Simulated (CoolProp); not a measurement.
Properties of diethyl ether along the isobar 11700 kPa.

Values from CoolProp's reference Helmholtz-energy equation of state, Thol 2014.

```tsv
T (°C)	phase	density (kg/m³)	cp (kJ/(kg K))
150.05	liquid	574.3	2.733
160.45	liquid	559.5	2.776
170.85	liquid	544.2	2.821
181.25	liquid	528.3	2.869
191.65	liquid	511.7	2.918
202.05	supercritical	494.5	?
212.45	supercritical	476.4	?
222.85	supercritical	457.5	3.079
233.25	supercritical	437.8	3.135
243.65	supercritical	417.3	?
254.05	supercritical	396.2	3.238
264.45	supercritical	374.8	3.276
274.85	supercritical	353.5	3.298
```

Some entries are withheld; supply them.


- 202.05, cp (kJ/(kg K)): 2.970
- 212.45, cp (kJ/(kg K)): 3.024
- 243.65, cp (kJ/(kg K)): 3.189
